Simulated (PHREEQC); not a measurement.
Buffer

Consider water at 25 °C with 0.0028 mol HF and 0.00019 mol NaOH per kg of water. Closed to the air; pH follows from the charge balance.

Computed with PHREEQC (ion-association model, phreeqc.dat).

This is a speciation only: nothing precipitates in the calculation.

Predict the pH, specific conductance, ionic strength.

pH 3.02; specific conductance 408 µS/cm; ionic strength 0.00118 mol/kgw.

In which forms is F present?

HF 58 %, F- 42 %, HF2- 0.5 % of the F.
